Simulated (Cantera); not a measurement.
A Cantera script and its output.

```python
import numpy as np
import cantera as ct

gas = ct.Solution("gri30.yaml")
gas.TPX = 1598, 460000, {'H2': 1, 'O2': 0.588, 'N2': 6.1}
reactor = ct.IdealGasReactor(gas, energy="on", clone=False)
net = ct.ReactorNet([reactor])
net.rtol, net.atol = 1e-08, 1e-16
show = ['H2', 'O2', 'NO2', 'HO2', 'NO']
times = np.geomspace(9e-06, 0.3, 10)

steps = ct.SolutionArray(gas, extra=["t"])
rows = []
print(f"{'t/s':>10s}{'T/K':>9s}{'P/Pa':>11s}" + "".join(f"{s:>11s}" for s in show))
for t in times:
    while net.time < t:
        t_next = net.step()
        steps.append(gas.state, t=t_next)
    rows.append([np.interp(t, steps.t, y) for y in (steps.T, steps.P, *steps(*show).X.T)])
    print(f"{t:10.3e}{rows[-1][0]:9.1f}{rows[-1][1]:11.4g}" + "".join(f"{x:11.3e}" for x in rows[-1][2:]))
rate = np.gradient(steps.T, steps.t)
print("integrator steps:", len(steps.t))
if steps.T.max() > steps.T[0] + 200:
    print(f"time of steepest temperature rise: {steps.t[rate.argmax()]:.4e} s")
gas.TPX = 1598, 460000, {'H2': 1, 'O2': 0.588, 'N2': 6.1}
gas.equilibrate("UV")
print(f"equilibrium (UV): T = {gas.T:.1f} K  " + "  ".join(f"{s} {gas[s].X[0]:.3e}" for s in show))
```

Output:

```
       t/s      T/K       P/Pa         H2         O2        NO2        HO2         NO
 9.000e-06   2269.1  6.282e+05  1.859e-02  1.792e-02  3.222e-08  1.631e-05  7.494e-05
 2.863e-05   2577.4  6.998e+05  7.478e-03  1.318e-02  1.159e-07  5.474e-06  2.156e-04
 9.106e-05   2626.9   7.11e+05  4.762e-03  1.222e-02  2.453e-07  4.319e-06  4.876e-04
 2.896e-04   2625.6  7.106e+05  4.764e-03  1.189e-02  6.118e-07  4.205e-06  1.232e-03
 9.213e-04   2621.2  7.094e+05  4.843e-03  1.108e-02  1.480e-06  3.946e-06  3.075e-03
 2.931e-03   2615.1  7.077e+05  4.965e-03  1.002e-02  2.547e-06  3.604e-06  5.542e-03
 9.322e-03   2613.5  7.072e+05  5.001e-03  9.731e-03  2.814e-06  3.512e-06  6.204e-03
 2.965e-02   2613.5  7.072e+05  5.001e-03  9.730e-03  2.816e-06  3.512e-06  6.208e-03
 9.431e-02   2613.5  7.072e+05  5.001e-03  9.730e-03  2.816e-06  3.512e-06  6.208e-03
 3.000e-01   2613.5  7.072e+05  5.001e-03  9.730e-03  2.816e-06  3.512e-06  6.208e-03
integrator steps: 1361
time of steepest temperature rise: 4.5214e-06 s
equilibrium (UV): T = 2613.5 K  H2 5.001e-03  O2 9.730e-03  NO2 2.816e-06  HO2 3.512e-06  NO 6.208e-03
```

Cantera simulation using GRI-Mech 3.0 (53 species, 325 reactions); the numbers are that mechanism's predictions, not measurements. The hydrogen kinetics of GRI-Mech 3.0 are dated; newer H2 mechanisms differ, most at raised pressure.
